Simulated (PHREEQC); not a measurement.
Model water analysis in mmol/kgw, 20 °C, pH 6.81, pe 1.2:

```tsv
constituent	mmol/kgw
Na	0.232
K	0.00313
Ca	0.0297
Mg	0.00534
Cl	0.0711
S(6)	0.0373
Alkalinity (meq/kgw)	0.147
Sr	0.000584
Fe(2)	0.0057
Mn(2)	0.00298
```

Valence states are taken as typed.

Model: ion-association model, wateq4f.dat, run in PHREEQC.

Each row changes one thing in this solution. Precipitation was switched off in this run.

```
case                                             HCO3- (mol/kgw)  CO2 (mol/kgw)  CO3-2 (mol/kgw)  FeOH+ (mol/kgw)  HSO4- (mol/kgw)  MnOH+ (mol/kgw)  SI of Siderite (FeCO3)  SI of Rhodochrosite (MnCO3)
-----------------------------------------------  ---------------  -------------  ---------------  ---------------  ---------------  ---------------  ----------------------  ---------------------------
as made                                                 0.000147        5.36e-5          4.27e-8          7.30e-9         4.68e-10         3.00e-10                   -1.84                        -1.87
Ca from 0.0297 to 0.0891 mmol/kgw                       0.000147        5.34e-5              [?]          7.24e-9         4.60e-10         2.97e-10                   -1.85                        -1.88
all concentrations times 3 at the same typed pH              [?]       0.000158          1.34e-7          2.02e-8          1.33e-9         8.31e-10                   -0.94                        -0.96
pH from 6.81 to 7.31 at the same alkalinity             0.000146        1.69e-5          1.34e-7          2.30e-8         1.48e-10         9.42e-10                   -1.34                        -1.37
```

### Question
Some entries are withheld; supply them.

### Answer

- Ca from 0.0297 to 0.0891 mmol/kgw, CO3-2 (mol/kgw): 4.30e-8
- all concentrations times 3 at the same typed pH, HCO3- (mol/kgw): 0.000439
